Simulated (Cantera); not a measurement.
Charge: 1 mol Si, 5.8 mol HF, equilibrated at 725 °C and 29.0 mbar.

Method: chemical equilibrium by Gibbs-energy minimisation in Cantera with the NASA 1993 tables (ideal gas, pure condensed phases). Candidate condensed phases: Si; 25 gas species. Kinetics and transport are ignored.

Base state: H2 0.417, HF 0.375, SiF4 0.208 (mole fractions); condensed: gas only.

### Question
What changes in the equilibrium state with this change: HF from 5.8 to 1.5 mol?

### Answer
| species | before | after |
|---|---|---|
| H2 | 0.417 | 0.661 |
| SiF4 | 0.208 | 0.323 |
| SiHF3 | 4.84e-7 | 0.0145 |
| HF | 0.375 | 3.07e-5 |
| SiH2F2 | <1e-9 | 0.000346 |
| SiF3 | 2.66e-8 | 0.000635 |
| Si(s), mol | 0 | 0.621 |
The tables' values for SiF3 are old estimates; treat these amounts as uncertain.
